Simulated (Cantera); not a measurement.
A Cantera script and its output.

```python
import numpy as np
import cantera as ct

gas = ct.Solution("gri30.yaml")


def delay(T, t_max=10):
    gas.TPX = T, 1200000, {'CH4': 1, 'C2H6': 0.19, 'C3H8': 0.27, 'O2': 5.99, 'N2': 22.5}
    reactor = ct.IdealGasConstPressureReactor(gas, clone=False)
    net = ct.ReactorNet([reactor])
    net.rtol, net.atol = 1e-8, 1e-16
    while net.time < t_max:
        t_old, T_old = net.time, reactor.T
        net.step()
        if reactor.T > T + 400:  # ignition: a rise of 400 K
            return t_old + (T + 400 - T_old) / (reactor.T - T_old) * (net.time - t_old)
    return np.nan


taus = []
for T in [1300, 1350, 1400, 1450, 1500, 1550, 1600, 1650]:
    taus.append(delay(T))
    print(f"T0 = {T:6g} K   tau = {taus[-1]:.4e} s")
```

Output:

```
T0 =   1300 K   tau = 1.7707e-04 s
T0 =   1350 K   tau = 9.9003e-05 s
T0 =   1400 K   tau = 5.7518e-05 s
T0 =   1450 K   tau = 3.4747e-05 s
T0 =   1500 K   tau = 2.1827e-05 s
T0 =   1550 K   tau = 1.4247e-05 s
T0 =   1600 K   tau = 9.6481e-06 s
T0 =   1650 K   tau = 6.7644e-06 s
```

Model: GRI-Mech 3.0 (53 species, 325 reactions), integrated in Cantera. GRI-Mech 3.0 was tuned for natural gas; its chemistry of propane as a main component is partial and can be far from experiment. The pressure lies above the range GRI-Mech 3.0 was tuned for (to about 10 atm).
